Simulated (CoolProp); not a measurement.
Vapour pressure (bar) of acetone: the reference equation beside estimates from Tc = 508.1 K, pc = 46.92 bar, ω = 0.307.

Computed with CoolProp (reference Helmholtz-energy equation of state, Lemmon 2006). It is a short technical equation, of lower accuracy than the large ones.

| T (K) | reference | Soave-Redlich-Kwong | Peng-Robinson |
|---|---|---|---|
| 346.9 | 1.790 | 1.777 | 1.778 |
| 363 | 2.845 | 2.849 | 2.834 |
| 379.2 | 4.337 | 4.374 | 4.334 |
| 395.3 | 6.352 | 6.442 | 6.367 |
| 411.4 | 9.009 | 9.176 | 9.055 |
| 427.5 | 12.43 | 12.70 | 12.53 |
| 443.6 | 16.76 | 17.14 | 16.92 |
| 459.7 | 22.14 | 22.63 | 22.38 |
| 475.8 | 28.76 | 29.32 | 29.07 |
| 491.9 | 36.87 | 37.34 | 37.16 |

Absolute difference from the reference over all 10 rows, mean and median: Soave-Redlich-Kwong 1.5 and 1.6 %, Peng-Robinson 0.7 and 0.7 %.
